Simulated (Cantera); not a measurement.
An adiabatic, constant-pressure homogeneous reactor starts with CH3OH : O2 : N2 = 1 : 1.15 : 4.34 (molar parts), equivalence ratio 1.3, at 1548 K and 1.00 atm. Integrator tolerance rtol = 1e-08.

Model: GRI-Mech 3.0 (53 species, 325 reactions), integrated in Cantera. GRI-Mech 3.0 was tuned for natural gas; its chemistry of methanol as a main component is partial and can be far from experiment.

What does this change do: initial temperature 1548 to 1650 K?


| quantity | before | after |
|---|---|---|
| time of steepest temperature rise | 0.135 ms | 60.5 µs |
| temperature at 2.00 s | 2742 K | 2778 K |
| equilibrium temperature | 2742 K | 2778 K |
| x(CH3OH) at 2.00 s | <1e-12 (gas-phase equilibrium <1e-12) | <1e-12 (gas-phase equilibrium <1e-12) |
| x(O2) at 2.00 s | 0.00735 (gas-phase equilibrium 0.00735) | 0.00858 (gas-phase equilibrium 0.00858) |
| x(CH2O) at 2.00 s | 1.31e-9 (gas-phase equilibrium 1.31e-9) | 1.39e-9 (gas-phase equilibrium 1.39e-9) |
| x(C2H) at 2.00 s | <1e-12 (gas-phase equilibrium <1e-12) | <1e-12 (gas-phase equilibrium <1e-12) |
| x(C2H4) at 2.00 s | <1e-12 (gas-phase equilibrium <1e-12) | <1e-12 (gas-phase equilibrium <1e-12) |

What does this change do: O2 1.15 to 0.58 parts?


```json
[
 {"quantity": "time of steepest temperature rise", "before": "0.135 ms", "after": "0.129 ms"},
 {"quantity": "temperature at 2.00 s", "before": "2742 K", "after": "2216 K"},
 {"quantity": "equilibrium temperature", "before": "2742 K", "after": "2216 K"},
 {"quantity": "x(CH3OH) at 2.00 s", "before": "<1e-12 (gas-phase equilibrium <1e-12)", "after": "<1e-12 (gas-phase equilibrium <1e-12)"},
 {"quantity": "x(O2) at 2.00 s", "before": "0.00735 (gas-phase equilibrium 0.00735)", "after": "1.61e-6 (gas-phase equilibrium 1.61e-6)"},
 {"quantity": "x(CH2O) at 2.00 s", "before": "1.31e-9 (gas-phase equilibrium 1.31e-9)", "after": "6.29e-9 (gas-phase equilibrium 6.29e-9)"},
 {"quantity": "x(C2H) at 2.00 s", "before": "<1e-12 (gas-phase equilibrium <1e-12)", "after": "<1e-12 (gas-phase equilibrium <1e-12)"},
 {"quantity": "x(C2H4) at 2.00 s", "before": "<1e-12 (gas-phase equilibrium <1e-12)", "after": "<1e-12 (gas-phase equilibrium <1e-12)"}
]
```

What does this change do: O2 1.15 to 0.55 parts?


| quantity | before | after |
|---|---|---|
| time of steepest temperature rise | 0.135 ms | 0.129 ms |
| temperature at 2.00 s | 2742 K | 2169 K |
| equilibrium temperature | 2742 K | 2169 K |
| x(CH3OH) at 2.00 s | <1e-12 (gas-phase equilibrium <1e-12) | <1e-12 (gas-phase equilibrium <1e-12) |
| x(O2) at 2.00 s | 0.00735 (gas-phase equilibrium 0.00735) | 7.23e-7 (gas-phase equilibrium 7.23e-7) |
| x(CH2O) at 2.00 s | 1.31e-9 (gas-phase equilibrium 1.31e-9) | 6.71e-9 (gas-phase equilibrium 6.71e-9) |
| x(C2H) at 2.00 s | <1e-12 (gas-phase equilibrium <1e-12) | <1e-12 (gas-phase equilibrium <1e-12) |
| x(C2H4) at 2.00 s | <1e-12 (gas-phase equilibrium <1e-12) | <1e-12 (gas-phase equilibrium <1e-12) |
